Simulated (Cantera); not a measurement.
An isothermal, constant-pressure homogeneous reactor starts with C3H8 : H2 = 1 : 100 (molar parts), at 1150 K and 0.0267 bar. Integrator tolerance rtol = 1e-08.

Cantera simulation using GRI-Mech 3.0 (53 species, 325 reactions); the numbers are that mechanism's predictions, not measurements. GRI-Mech 3.0 was tuned for natural gas; its chemistry of propane as a main component is partial and can be far from experiment. GRI-Mech 3.0 stops at C3 and has no aromatics, soot or wall deposition, so with more carbon than oxygen in the feed, carbon stays in small species such as C2H2 where larger ones or solid carbon would form. Radical loss at walls, strong at low pressure, is not modelled.

**Question.** What does this change do: pressure from 0.0267 bar to 0.00290 bar?

**Answer.** 
```json
[
 {"quantity": "x(C3H8) at 60.0 s", "before": "3.89e-9 (gas-phase equilibrium 2.68e-11)", "after": "1.70e-10 (gas-phase equilibrium 9.44e-12)"},
 {"quantity": "x(H2) at 60.0 s", "before": "0.980 (gas-phase equilibrium 0.970)", "after": "0.980 (gas-phase equilibrium 0.975)"},
 {"quantity": "x(C2H6) at 60.0 s", "before": "2.55e-5 (gas-phase equilibrium 4.96e-7)", "after": "4.58e-6 (gas-phase equilibrium 2.48e-7)"},
 {"quantity": "x(C2H2) at 60.0 s", "before": "0.00510 (gas-phase equilibrium 9.62e-5)", "after": "0.00324 (gas-phase equilibrium 0.00402)"},
 {"quantity": "x(CH3) at 60.0 s", "before": "6.74e-7 (gas-phase equilibrium 2.57e-7)", "after": "4.85e-7 (gas-phase equilibrium 5.49e-7)"},
 {"quantity": "x(H) at 60.0 s", "before": "3.03e-6 (gas-phase equilibrium 4.53e-7)", "after": "2.52e-6 (gas-phase equilibrium 1.38e-6)"}
]
```
